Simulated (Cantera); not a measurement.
## Pb + CO + N2 (iron carbonyl, mercury and lead vapours)

Input: 1 mol Pb, 6.2 mol CO, 2.6 mol N2, at 1.00 bar.

Equilibrium computed with Cantera from the NASA thermochemical tables; the gas is ideal and each condensed phase is pure. Candidate condensed phases: C, Pb, PbO, PbO2, Pb3O4; 27 gas species. Rates play no part.

```tsv
T (°C)	x CO	x N2	x CO2	x Pb	x Pb2	x PbO	n C(graphite)	n Pb(l)
750	0.559	0.329	0.112	2.67e-5	1.17e-10	1.57e-11	0.886	1.000
850	0.669	0.303	0.0271	0.000183	2.93e-9	1.12e-10	0.232	0.998
950	0.695	0.297	0.00665	0.000908	4.26e-8	5.16e-10	0.0582	0.992
1050	0.700	0.295	0.00193	0.00352	4.07e-7	1.83e-9	0.0170	0.969
1150	0.696	0.292	0.000659	0.0112	2.80e-6	5.38e-9	0.00586	0.900
1250	0.683	0.286	0.000253	0.0306	1.48e-5	1.35e-8	0.00230	0.722
1350	0.653	0.274	0.000104	0.0734	6.31e-5	2.94e-8	0.000988	0.302
```
x: gas mole fraction; n: condensed amount in mol.

From 750 °C to 1350 °C the condensed part is C(graphite) + Pb(l). The main Pb-bearing gas is Pb throughout. The share of Pb in condensed phases is highest at 750 °C (100.0 %) and lowest at 1350 °C (30.2 %).
